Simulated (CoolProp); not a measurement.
The numbers come from the reference Helmholtz-energy equation of state, Setzmann 1991 in CoolProp.

Q: Give the vapour pressure (MPa), vapour density (kg/m³), surface tension (mN/m), liquid viscosity (µPa s) of saturated methane at -118.65, -97.55 °C.

A: 
| T (°C) | p (MPa) | vapour density (kg/m³) | surface tension (mN/m) | liquid viscosity (µPa s) |
|---|---|---|---|---|
| -118.65 | 1.27 | 20.0 | 5.01 | 53.1 |
| -97.55 | 2.83 | 49.9 | 1.70 | 34.9 |

Viscosity comes from a separate model (Quiñones-Cisneros 2006). Surface tension comes from a separate correlation (Mulero 2012).
